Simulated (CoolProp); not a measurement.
Properties of n-perfluoropentane along the isotherm 431.4 K (Tc = 421.0 K, pc = 2063 kPa, ω = 0.436).

The numbers come from the reference Helmholtz-energy equation of state, Gao 2022 in CoolProp.

| p (kPa) | phase | cp (kJ/(kg K)) | cv (kJ/(kg K)) |
|---|---|---|---|
| 909 | gas | 1.035 | 0.9681 |
| 1820 | gas | 1.253 | 0.9989 |
| 2730 | supercritical | 2.084 | 1.033 |
| 3640 | supercritical | 1.425 | 1.009 |
| 4550 | supercritical | 1.324 | 0.9998 |
| 5450 | supercritical | 1.279 | 0.9949 |
| 6360 | supercritical | 1.251 | 0.9917 |
| 7270 | supercritical | 1.233 | 0.9894 |
| 8180 | supercritical | 1.219 | 0.9878 |
| 9090 | supercritical | 1.208 | 0.9866 |
| 10000 | supercritical | 1.200 | 0.9856 |

The peak of cp marks the crossing from liquid-like to gas-like fluid above the critical point.
